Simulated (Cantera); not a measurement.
**Catalytic combustion on Pt**

An isothermal plug-flow reactor at 675 K and 2.76 atm (inlet), inlet velocity 0.24 m/s, active area per volume 2900 1/m; feed 1.46 % CO, 6.40 % O2, 88.8 % N2, 3.37 % H2O, equivalence ratio 0.11.

Model: Deutschmann's 1995 Pt surface mechanism with GRI-Mech 3.0 gas chemistry, integrated in Cantera. Catalytic surfaces can have several steady states; this one follows from the mechanism file's or the stated starting coverage. Mass transfer to the wall is taken as infinitely fast.

| z (m) | x CO | x O2 | x H2O | x CO2 | θ free Pt | θ O* | θ OH* | θ CO* |
|---|---|---|---|---|---|---|---|---|
| 0.00073 | 0.0110 | 0.0624 | 0.0338 | 0.00361 | 0.0211 | 0.0126 | 0.00117 | 0.965 |
| 0.0012 | 0.00741 | 0.0607 | 0.0338 | 0.00725 | 0.0288 | 0.0234 | 0.00186 | 0.946 |
| 0.002 | 0.00276 | 0.0585 | 0.0339 | 0.0119 | 0.00765 | 0.985 | 0.00624 | 0.00121 |
| 0.0034 | 0.00222 | 0.0582 | 0.0339 | 0.0125 | 0.00591 | 0.988 | 0.00549 | 0.000577 |
| 0.0057 | 0.00173 | 0.0580 | 0.0339 | 0.0130 | 0.00508 | 0.989 | 0.00509 | 0.000332 |
| 0.0094 | 0.00127 | 0.0578 | 0.0339 | 0.0134 | 0.00455 | 0.990 | 0.00482 | 0.000196 |
| 0.016 | 0.000810 | 0.0575 | 0.0339 | 0.0139 | 0.00416 | 0.991 | 0.00461 | 0.000104 |
| 0.026 | 0.000449 | 0.0574 | 0.0339 | 0.0143 | 0.00392 | 0.992 | 0.00448 | 5.12e-5 |
| 0.044 | 0.000172 | 0.0572 | 0.0340 | 0.0145 | 0.00376 | 0.992 | 0.00439 | 1.80e-5 |
| 0.073 | 4.00e-5 | 0.0572 | 0.0340 | 0.0147 | 0.00369 | 0.992 | 0.00435 | 4.04e-6 |
x: gas mole fraction; θ: surface coverage.
